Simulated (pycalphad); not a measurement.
An equivalent pycalphad script:

```python
from pycalphad import Database, equilibrium, calculate, variables as v
import numpy as np
db = Database('COST507.tdb')
comps = ['AL', 'MG', 'SI', 'VA']
phases = ['ALMG_BETA', 'ALMG_EPS', 'ALMG_GAMMA', 'DIAMOND_A4', 'FCC_A1', 'HCP_A3', 'LIQUID', 'MG2SI']
eq = equilibrium(db, comps, phases, {v.X('MG'): 0.0088, v.X('SI'): 0.0023, v.T: np.arange(1650, 349, -50), v.P: 101325, v.N: 1}, output=['HM', 'SM'])
```

Source of the numbers: pycalphad with the COST 507 light-alloy database (1999); pressure 1 atm. No gas phase is included, though pure Mg would boil below 1650 K. The database dates from 1999; later assessments differ in places, in temperatures and in the compounds included. Amounts are mole fractions of atoms. Kinetics are ignored, which matters at the lower temperatures.

Results at three of the temperatures:

```
T = 950.00 K, P = 101325 Pa, N = 1 mol of atoms
G = -39577 J/mol, H = 29329 J/mol, S = 72.53 J/(mol K)  (SER reference)
chemical potentials (J/mol): Al -39121, Mg -83705, Si -66725
phase             fraction      x(Al)      x(Mg)      x(Si)
LIQUID              1.0000     0.9889     0.0088     0.0023
```

```
T = 600.00 K, P = 101325 Pa, N = 1 mol of atoms
G = -20243 J/mol, H = 7835 J/mol, S = 46.80 J/(mol K)  (SER reference)
chemical potentials (J/mol): Al -20011, Mg -42940, Si -33044
phase             fraction      x(Al)      x(Mg)      x(Si)
FCC_A1              0.9932     0.9957     0.0043   1.93e-05
MG2SI               0.0068       none     0.6667     0.3333
```

```
T = 350.00 K, P = 101325 Pa, N = 1 mol of atoms
G = -10205 J/mol, H = 1170 J/mol, S = 32.50 J/(mol K)  (SER reference)
chemical potentials (J/mol): Al -10022, Mg -19516, Si -53114
phase             fraction      x(Al)      x(Mg)      x(Si)
FCC_A1              0.9931     0.9958     0.0042   1.13e-13
MG2SI               0.0069       none     0.6667     0.3333
```

Changes of the phase set, refined by bisection:

```tsv
T (K)	phases above	phases below
928.1	liquid	fcc + liquid
904.2	fcc + liquid	fcc
779.8	fcc	fcc + MG2SI
```

Database names, with the compositions (at.%) that they take in these runs: MG2SI: Mg 67 Si 33. FCC_A1 is fcc. An entry "none" or "no" means that the model of the phase leaves that element out.
